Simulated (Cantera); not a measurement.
A closed system holds: 1 mol Si, 23 mol HCl, 11 mol H₂, at 798 K and 100 Torr.

Method: chemical equilibrium by Gibbs-energy minimisation in Cantera with the NASA 1993 tables (ideal gas, pure condensed phases). Candidate condensed phases: Si; 19 gas species. Rates play no part.

Base state: HCl 0.576, H₂ 0.394, SiCl₄ 0.0303, SiHCl₃ 1.82e-5 (mole fractions); condensed: gas only.

Q: What changes in the equilibrium state with this change: temperature from 798 K to 1400 K?

A: 
```csv
species,before,after
HCl,0.576,0.582
H₂,0.394,0.388
SiCl₄,0.0303,0.0238
SiCl₂,<1e-9,0.00195
SiCl₃,5.30e-8,0.00330
```
The tables' values for SiCl₃ are old estimates; treat these amounts as uncertain.

Q: What changes in the equilibrium state with this change: HCl from 23 to 2.6 mol?

A: 
| species | before | after |
|---|---|---|
| H₂ | 0.394 | 0.944 |
| SiCl₄ | 0.0303 | 0.0366 |
| SiHCl₃ | 1.82e-5 | 0.0174 |
| HCl | 0.576 | 0.00175 |
| SiH₂Cl₂ | <1e-9 | 0.000666 |
| SiCl₃ | 5.30e-8 | 3.26e-5 |
| Si(s), mol | 0 | 0.295 |
The tables' values for SiCl₃ are old estimates; treat these amounts as uncertain.
